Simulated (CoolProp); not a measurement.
The fluid at 555.37 K and 0.0295 MPa expands adiabatically to 0.00673 MPa with isentropic efficiency 0.8. The same conditions are run with several fluids, on thermodynamics alone (safety and materials aside).

Computed with CoolProp (reference Helmholtz-energy equation of state of each fluid (tetradecamethylhexasiloxane (MD4M): Thol 2019; p-xylene: Zhou 2012; dry air: Lemmon 2000; n-pentane: Thol 2019; sulfur hexafluoride: Guder 2009)). Blends and air are pseudo-pure fits.

**Question.** Rank tetradecamethylhexasiloxane (MD4M), p-xylene, dry air, n-pentane, sulfur hexafluoride by work (kJ/kg), highest first.

**Answer.** dry air (154), n-pentane (73.3), p-xylene (49.9), sulfur hexafluoride (35.7), tetradecamethylhexasiloxane (MD4M) (11.6)

```json
[
 {"fluid": "tetradecamethylhexasiloxane (MD4M)", "final temperature (K)": "549.0", "final density (kg/m³)": "0.681"},
 {"fluid": "p-xylene", "final temperature (K)": "530.7", "final density (kg/m³)": "0.162"},
 {"fluid": "dry air", "final temperature (K)": "404.9", "final density (kg/m³)": "0.0579"},
 {"fluid": "n-pentane", "final temperature (K)": "528.0", "final density (kg/m³)": "0.111"},
 {"fluid": "sulfur hexafluoride", "final temperature (K)": "515.7", "final density (kg/m³)": "0.229"}
]
```
